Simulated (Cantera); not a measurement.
A freely propagating, adiabatic, planar premixed flame of H2 : O2 : N2 : H2O = 1 : 0.667 : 2.51 : 0.15 (molar parts), equivalence ratio 0.75, unburnt at 375 K and 2.30 bar; mixture-averaged transport, grid criteria slope 0.08 and curve 0.16, no radiation.

Cantera simulation using the H2/O2 subset of GRI-Mech 3.0, which has no nitrogen chemistry; the numbers are that mechanism's predictions, not measurements. The hydrogen kinetics of GRI-Mech 3.0 are dated; newer H2 mechanisms differ, most at raised pressure. Burning velocities carry a grid error of a few per cent, more on coarse grids.

How do the results move with these cheaper or finer settings: unity-Lewis-number transport; multicomponent transport; multicomponent+Soret transport; grid criteria slope 0.5, curve 1; grid criteria slope 0.25, curve 0.5; grid criteria slope 0.03, curve 0.06?


```json
[
 {"setting": "as above", "laminar burning velocity": "152 cm/s", "thermal thickness": "0.136 mm", "peak x(H)": "0.0100", "peak x(OH)": "0.00998", "grid points": "109"},
 {"setting": "unity-Lewis-number transport", "laminar burning velocity": "167 cm/s", "thermal thickness": "0.109 mm", "peak x(H)": "0.0202", "peak x(OH)": "0.0120", "grid points": "109"},
 {"setting": "multicomponent transport", "laminar burning velocity": "152 cm/s", "thermal thickness": "0.134 mm", "peak x(H)": "0.0101", "peak x(OH)": "0.0100", "grid points": "110"},
 {"setting": "multicomponent+Soret transport", "laminar burning velocity": "138 cm/s", "thermal thickness": "0.136 mm", "peak x(H)": "0.00926", "peak x(OH)": "0.00972", "grid points": "111"},
 {"setting": "grid criteria slope 0.5, curve 1", "laminar burning velocity": "168 cm/s", "thermal thickness": "0.152 mm", "peak x(H)": "0.0105", "peak x(OH)": "0.00981", "grid points": "41"},
 {"setting": "grid criteria slope 0.25, curve 0.5", "laminar burning velocity": "154 cm/s", "thermal thickness": "0.144 mm", "peak x(H)": "0.00982", "peak x(OH)": "0.00962", "grid points": "49"},
 {"setting": "grid criteria slope 0.03, curve 0.06", "laminar burning velocity": "154 cm/s", "thermal thickness": "0.133 mm", "peak x(H)": "0.0104", "peak x(OH)": "0.0102", "grid points": "253"}
]
```
Unity Lewis numbers drop preferential diffusion, which matters most where H2 and H carry the flame; Soret adds thermal diffusion.
